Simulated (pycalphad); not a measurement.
All values are pycalphad results on the COST 507 light-alloy database (1999) (1 atm), not direct measurements. No gas phase is included, though pure Mg would boil below 1377 °C. The data set is of 1999 and partly superseded. Kinetics are ignored, which matters at the lower temperatures.

### Question
How does the equilibrium phase assembly of Al-0.22Mg-0.23Si (at.%) change on cooling from 1377 °C to 77 °C?

### Answer
| T (°C) | phases above | phases below |
|---|---|---|
| 658.0 | liquid | fcc + liquid |
| 642.9 | fcc + liquid | fcc |
| 416.2 | fcc | fcc + MG2SI |
| 372.7 | fcc + MG2SI | diamond (Si) + fcc + MG2SI |
Changes were sought between steps of 50 K, so a narrower field can be missed.

Database names, with the compositions (at.%) that they take in these runs: MG2SI: Mg 67 Si 33.
